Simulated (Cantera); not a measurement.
Si + HCl + O₂ (chemical vapour transport)

Feed: 1 mol Si, a varied amount of HCl, 2.5 mol O₂, equilibrated at 1575 K and 32.0 mbar.

These are equilibrium values from Cantera (NASA tables, ideal gas, pure condensed phases), not measurements of a reactor. Candidate condensed phases: H₂O, Si, SiO₂; 30 gas species. The tables hold silica as quartz up to 1696 K and as liquid above; real silica turns to tridymite and cristobalite and melts near 1996 K. The numbers say what is thermodynamically allowed, not how fast it happens.

From 0.022 mol HCl to 2.5 mol HCl the condensed part is SiO₂(β-quartz).

| n(HCl) (mol) | x O₂ | x HCl | x Cl | x H₂O | x Cl₂ | x OH | x ClO | n SiO₂(β-quartz) |
|---|---|---|---|---|---|---|---|---|
| 0.022 | 0.983 | 0.00858 | 0.00560 | 0.00288 | 0.000112 | 8.60e-5 | 2.23e-5 | 1.00 |
| 0.036 | 0.972 | 0.0149 | 0.00802 | 0.00420 | 0.000230 | 0.000104 | 3.18e-5 | 1.00 |
| 0.057 | 0.958 | 0.0245 | 0.0111 | 0.00594 | 0.000439 | 0.000123 | 4.35e-5 | 1.00 |
| 0.092 | 0.935 | 0.0406 | 0.0153 | 0.00844 | 0.000837 | 0.000145 | 5.93e-5 | 1.00 |
| 0.15 | 0.899 | 0.0665 | 0.0208 | 0.0119 | 0.00156 | 0.000171 | 7.94e-5 | 1.00 |
| 0.24 | 0.849 | 0.104 | 0.0275 | 0.0164 | 0.00270 | 0.000198 | 0.000102 | 1.00 |
| 0.38 | 0.781 | 0.157 | 0.0351 | 0.0219 | 0.00440 | 0.000224 | 0.000124 | 1.00 |
| 0.61 | 0.691 | 0.230 | 0.0436 | 0.0286 | 0.00681 | 0.000248 | 0.000145 | 1.00 |
| 0.98 | 0.582 | 0.320 | 0.0521 | 0.0357 | 0.00972 | 0.000266 | 0.000159 | 1.00 |
| 1.6 | 0.458 | 0.426 | 0.0598 | 0.0426 | 0.0128 | 0.000273 | 0.000162 | 1.00 |
| 2.5 | 0.348 | 0.524 | 0.0650 | 0.0475 | 0.0151 | 0.000269 | 0.000154 | 1.00 |
x: gas mole fraction; n: condensed amount in mol.
